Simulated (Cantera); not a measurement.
## Stirred combustor or abatement burner

A perfectly stirred reactor is fed with CO : H2 : CH4 : O2 : N2 = 1 : 0.12 : 0.94 : 3.81 : 14.3 (molar parts), at 18.8 atm; it is adiabatic with a 548 K inlet, and is followed from long to short residence time, starting on the burning branch (τ in s: 0.045, 0.026, 0.015, 0.0086, 0.005, 0.0029, 0.0017, 0.00096, 0.00055, 0.00032, 0.00018, 0.00011, 6.2e-05).

Model: GRI-Mech 3.0 (53 species, 325 reactions), integrated in Cantera. The pressure lies above the range GRI-Mech 3.0 was tuned for (to about 10 atm).

```json
[
 {"τ (s)": "0.045", "T (K)": "2009", "x CO": "0.000181", "x H2": "3.12e-5", "x CH4": "1.48e-6", "x HCN": "2.25e-8", "x N2O": "1.07e-6", "x CH2": "4.73e-9", "x NO2": "1.25e-6"},
 {"τ (s)": "0.026", "T (K)": "2008", "x CO": "0.000222", "x H2": "3.39e-5", "x CH4": "2.49e-6", "x HCN": "2.37e-8", "x N2O": "1.11e-6", "x CH2": "8.16e-9", "x NO2": "8.13e-7"},
 {"τ (s)": "0.015", "T (K)": "2008", "x CO": "0.000290", "x H2": "3.82e-5", "x CH4": "4.17e-6", "x HCN": "2.48e-8", "x N2O": "1.18e-6", "x CH2": "1.41e-8", "x NO2": "5.45e-7"},
 {"τ (s)": "0.0086", "T (K)": "2007", "x CO": "0.000401", "x H2": "4.55e-5", "x CH4": "6.89e-6", "x HCN": "2.63e-8", "x N2O": "1.28e-6", "x CH2": "2.43e-8", "x NO2": "3.87e-7"},
 {"τ (s)": "0.0050", "T (K)": "2005", "x CO": "0.000573", "x H2": "5.67e-5", "x CH4": "1.10e-5", "x HCN": "2.82e-8", "x N2O": "1.44e-6", "x CH2": "4.11e-8", "x NO2": "2.99e-7"},
 {"τ (s)": "0.0029", "T (K)": "2003", "x CO": "0.000837", "x H2": "7.39e-5", "x CH4": "1.72e-5", "x HCN": "3.10e-8", "x N2O": "1.68e-6", "x CH2": "6.92e-8", "x NO2": "2.52e-7"},
 {"τ (s)": "0.0017", "T (K)": "1999", "x CO": "0.00123", "x H2": "9.91e-5", "x CH4": "2.61e-5", "x HCN": "3.50e-8", "x N2O": "1.99e-6", "x CH2": "1.14e-7", "x NO2": "2.30e-7"},
 {"τ (s)": "0.00096", "T (K)": "1993", "x CO": "0.00185", "x H2": "0.000139", "x CH4": "4.02e-5", "x HCN": "4.09e-8", "x N2O": "2.40e-6", "x CH2": "1.93e-7", "x NO2": "2.22e-7"},
 {"τ (s)": "0.00055", "T (K)": "1985", "x CO": "0.00276", "x H2": "0.000196", "x CH4": "6.10e-5", "x HCN": "4.86e-8", "x N2O": "2.84e-6", "x CH2": "3.17e-7", "x NO2": "2.18e-7"},
 {"τ (s)": "0.00032", "T (K)": "1973", "x CO": "0.00410", "x H2": "0.000276", "x CH4": "9.19e-5", "x HCN": "5.80e-8", "x N2O": "3.22e-6", "x CH2": "5.04e-7", "x NO2": "2.11e-7"},
 {"τ (s)": "0.00018", "T (K)": "1955", "x CO": "0.00627", "x H2": "0.000398", "x CH4": "0.000145", "x HCN": "7.00e-8", "x N2O": "3.46e-6", "x CH2": "8.10e-7", "x NO2": "1.91e-7"},
 {"τ (s)": "0.00011", "T (K)": "1930", "x CO": "0.00919", "x H2": "0.000551", "x CH4": "0.000224", "x HCN": "8.15e-8", "x N2O": "3.46e-6", "x CH2": "1.19e-6", "x NO2": "1.62e-7"},
 {"τ (s)": "6.2e-5", "T (K)": "1879", "x CO": "0.0154", "x H2": "0.000841", "x CH4": "0.000427", "x HCN": "9.23e-8", "x N2O": "3.08e-6", "x CH2": "1.78e-6", "x NO2": "1.12e-7"}
]
```
x: mole fraction; the columns are a selection and need not sum to one.
